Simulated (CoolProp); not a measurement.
1,2-dichloroethane at 325.33 K and 0.00783 MPa is compressed adiabatically to 0.0389 MPa with isentropic efficiency 0.6. Each further row changes one setting.

Model: reference Helmholtz-energy equation of state, Thol 2015, in CoolProp.

```csv
case,work (kJ/kg),final temperature (K),final density (kg/m³)
as stated,78.6,413.7,1.13
efficiency 1,47.2,379.8,1.23
efficiency 0.65,72.6,407.3,1.15
```
